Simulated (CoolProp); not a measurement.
Vapour-liquid equilibrium of isobutane (1) + n-butane (2) at 97.45 °C; x and y are mole fractions of (1).

Values from CoolProp's multi-fluid Helmholtz-energy mixture model, Bücker 2006 and Bücker 2006; pair parameters Kunz 2012.

Problem. Give the bubble pressure and the first vapour's composition at x = 0.05, 0.15, 0.45. Is there an azeotrope?

Solution. x = 0.05: 1472 kPa, y = 0.059; x = 0.15: 1513 kPa, y = 0.173; x = 0.45: 1640 kPa, y = 0.492. No azeotrope shows between x = 0.05 and 0.95.

The pair parameters rest on a limited set of measurements; away from them the model extrapolates.
